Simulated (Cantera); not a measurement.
Mixture: 15.9 % CH4, 17.6 % O2, 66.5 % N2, equivalence ratio 1.8, at 2.70 bar, adiabatic and at constant volume. Ignition delay is the time to a rise of 400 K.

Model: GRI-Mech 3.0 (53 species, 325 reactions), integrated in Cantera.

Predict: delay at 1023 K; delay at 1173 K; delay at 1323 K; delay at 1473 K; delay at 1623 K; apparent activation energy between 1473 and 1623 K.


```
Item                                                     Value
--------------------------------------------------  ----------
delay at 1023 K                                        0.339 s
delay at 1173 K                                        34.9 ms
delay at 1323 K                                        4.93 ms
delay at 1473 K                                       0.881 ms
delay at 1623 K                                       0.198 ms
apparent activation energy between 1473 and 1623 K  200 kJ/mol
```
